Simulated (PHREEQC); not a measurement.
A solution holds 0.2 mmol/kgw H2SeO3, 1.1 mmol/kgw NH3 and 18.2 mmol/kgw FeCl3, at 25 °C. Closed to the air; pH follows from the charge balance.

Model: ion-association model, wateq4f.dat, run in PHREEQC.

No solid was allowed to form.

Order these Cl species by the share of Cl that they hold, largest first: FeCl2+, Cl-, FeCl+2.

Cl- (92 %), FeCl+2 (6.5 %), FeCl2+ (1.1 %)

The pH is 2.22 and the ionic strength 0.0906 mol/kgw. The solution is supersaturated, for example in Hematite (slow to form), Goethite (slow to form), so a real one may precipitate; this is no full list.
